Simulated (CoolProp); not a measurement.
A single-stage vapour-compression cycle with R227EA: evaporating at 226.15 K (dew point), condensing at 260.15 K (bubble point), superheat 8 K, subcooling 8 K, compressor efficiency 0.75, no pressure losses. Each further row changes one setting.

The numbers come from the reference Helmholtz-energy equation of state, Lemmon 2016 in CoolProp.

| case | cooling COP | pressure ratio | discharge temperature (K) | refrigerating effect (kJ/kg) | volumetric capacity (kJ/m³) |
|---|---|---|---|---|---|
| as stated | 4.60 | 5.40 | 273.2 | 122 | 235 |
| evaporating temperature 231.15 K | … | … | 271.8 | … | 315 |
| condensing temperature 255.15 K | 5.53 | … | … | 128 | 245 |
| subcooling 13 K | 4.80 | 5.40 | 273.2 | 128 | 245 |
| superheat 18 K | … | 5.40 | 283.6 | 129 | 238 |
| compressor efficiency 0.65 | 3.99 | 5.40 | … | 122 | 235 |

Some entries are withheld; supply them.


- evaporating temperature 231.15 K, cooling COP: 5.65
- evaporating temperature 231.15 K, pressure ratio: 4.06
- evaporating temperature 231.15 K, refrigerating effect (kJ/kg): 126
- condensing temperature 255.15 K, pressure ratio: 4.36
- condensing temperature 255.15 K, discharge temperature (K): 268.1
- superheat 18 K, cooling COP: 4.66
- compressor efficiency 0.65, discharge temperature (K): 278.4
